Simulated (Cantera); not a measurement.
An adiabatic, constant-volume homogeneous reactor starts with 6.12 % CH₄, 19.8 % O₂, 74.1 % N₂, equivalence ratio 0.62, at 1375 K and 88000 Pa.

Model: GRI-Mech 3.0 (53 species, 325 reactions), integrated in Cantera.

**Question.** Predict: time of steepest temperature rise; temperature at 0.500 s; equilibrium temperature; x(O₂) at 0.500 s; x(H₂O) at 0.500 s; x(H₂) at 0.500 s.

**Answer.** time of steepest temperature rise: 3.90 ms
temperature at 0.500 s: 2643 K
equilibrium temperature: 2643 K
x(O₂) at 0.500 s: 0.0675 (gas-phase equilibrium 0.0675)
x(H₂O) at 0.500 s: 0.108 (gas-phase equilibrium 0.108)
x(H₂) at 0.500 s: 0.00366 (gas-phase equilibrium 0.00366)
